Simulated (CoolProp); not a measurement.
A closed Brayton cycle with carbon dioxide: compressor inlet 309.15 K and 7.6 MPa, high pressure 14.5 MPa, turbine inlet 755 K, compressor efficiency 0.89, turbine efficiency 0.9, recuperator effectiveness 0 (on enthalpy, no pinch check). Each further row changes one setting.

The numbers come from the reference Helmholtz-energy equation of state, Span 1996 in CoolProp.

```tsv
case	thermal efficiency (%)	net work (kJ/kg)	compressor to turbine work	compressor exit (K)	turbine exit (K)
as stated	10.5	56.0	0.29	354.3	681.4
turbine inlet 705 K	10.6	50.1	0.31	354.3	634.2
compressor inlet 319.15 K	10.1	49.9	0.37	371.7	681.4
high pressure 12.3 MPa	8.0	43.2	0.27	342.7	699.8
recuperator effectiveness 0.5	16.3	56.0	0.29	354.3	681.4
```
